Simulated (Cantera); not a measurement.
Catalytic combustion on Pt

An isothermal plug-flow reactor at 975 K and 0.520 bar (inlet), inlet velocity 4.7 m/s, active area per volume 380 1/m; feed 0.873 % H₂, 1.70 % O₂, 95.7 % N₂, 1.70 % H₂O, equivalence ratio 0.26.

Detailed kinetics in Cantera: Deutschmann's 1995 Pt surface mechanism with GRI-Mech 3.0 gas chemistry. Catalytic surfaces can have several steady states; this one follows from the mechanism file's or the stated starting coverage. Mass transfer to the wall is taken as infinitely fast.

| z (m) | x H₂ | x O₂ | x H₂O | θ free Pt | θ O* | θ OH* |
|---|---|---|---|---|---|---|
| 4.2e-05 | 0.00773 | 0.0165 | 0.0180 | 0.998 | 0.00116 | 0.000370 |
| 7.1e-05 | 0.00710 | 0.0162 | 0.0186 | 0.936 | 0.0626 | 0.00177 |
| 0.00012 | 0.00622 | 0.0157 | 0.0195 | 0.842 | 0.155 | 0.00223 |
| 0.0002 | 0.00514 | 0.0152 | 0.0206 | 0.722 | 0.275 | 0.00257 |
| 0.00033 | 0.00398 | 0.0146 | 0.0218 | 0.587 | 0.410 | 0.00276 |
| 0.00055 | 0.00281 | 0.0140 | 0.0230 | 0.466 | 0.531 | 0.00279 |
| 0.00091 | 0.00177 | 0.0135 | 0.0240 | 0.391 | 0.607 | 0.00274 |
| 0.0015 | 0.000914 | 0.0131 | 0.0249 | 0.349 | 0.648 | 0.00269 |
| 0.0025 | 0.000327 | 0.0128 | 0.0255 | 0.328 | 0.669 | 0.00267 |
| 0.0042 | 6.11e-5 | 0.0127 | 0.0257 | 0.320 | 0.678 | 0.00265 |
x: gas mole fraction; θ: surface coverage.
